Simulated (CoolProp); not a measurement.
Saturation properties of sulfur dioxide.

Model: reference Helmholtz-energy equation of state, Gao 2016, in CoolProp.

```json
[
 {"T (°C)": "6.05", "p (MPa)": "0.1980", "liquid density (kg/m³)": "1419", "vapour density (kg/m³)": "5.713"},
 {"T (°C)": "13.45", "p (MPa)": "0.2618", "liquid density (kg/m³)": "1399", "vapour density (kg/m³)": "7.429"},
 {"T (°C)": "20.75", "p (MPa)": "0.3394", "liquid density (kg/m³)": "1379", "vapour density (kg/m³)": "9.493"},
 {"T (°C)": "28.15", "p (MPa)": "0.4352", "liquid density (kg/m³)": "1358", "vapour density (kg/m³)": "12.02"},
 {"T (°C)": "35.45", "p (MPa)": "0.5488", "liquid density (kg/m³)": "1337", "vapour density (kg/m³)": "15.00"},
 {"T (°C)": "42.75", "p (MPa)": "0.6838", "liquid density (kg/m³)": "1315", "vapour density (kg/m³)": "18.53"},
 {"T (°C)": "50.15", "p (MPa)": "0.8450", "liquid density (kg/m³)": "1293", "vapour density (kg/m³)": "22.75"},
 {"T (°C)": "57.45", "p (MPa)": "1.031", "liquid density (kg/m³)": "1270", "vapour density (kg/m³)": "27.65"},
 {"T (°C)": "64.85", "p (MPa)": "1.248", "liquid density (kg/m³)": "1245", "vapour density (kg/m³)": "33.44"},
 {"T (°C)": "72.15", "p (MPa)": "1.495", "liquid density (kg/m³)": "1221", "vapour density (kg/m³)": "40.11"},
 {"T (°C)": "79.45", "p (MPa)": "1.777", "liquid density (kg/m³)": "1195", "vapour density (kg/m³)": "47.87"},
 {"T (°C)": "86.85", "p (MPa)": "2.100", "liquid density (kg/m³)": "1167", "vapour density (kg/m³)": "57.04"},
 {"T (°C)": "94.15", "p (MPa)": "2.460", "liquid density (kg/m³)": "1138", "vapour density (kg/m³)": "67.59"},
 {"T (°C)": "101.55", "p (MPa)": "2.870", "liquid density (kg/m³)": "1107", "vapour density (kg/m³)": "80.14"}
]
```

It boils at -10.0 °C under 1 atm.
